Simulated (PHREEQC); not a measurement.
Solution (85 °C): 30 mmol/kgw AgNO3, 12 mmol/kgw HNO3 and 10 mmol/kgw Zn(NO3)2. Closed to the air; pH follows from the charge balance.

Computed with PHREEQC (ion-association model, wateq4f.dat).

Precipitation was switched off in this run.

Task: What pH does the model give?

Result: pH 2.01.

Task: In which forms is Ag present?

Result: Ag+ 98 %, AgNO3 1.8 % of the Ag.

Constants without temperature data keep their 25 °C values here.
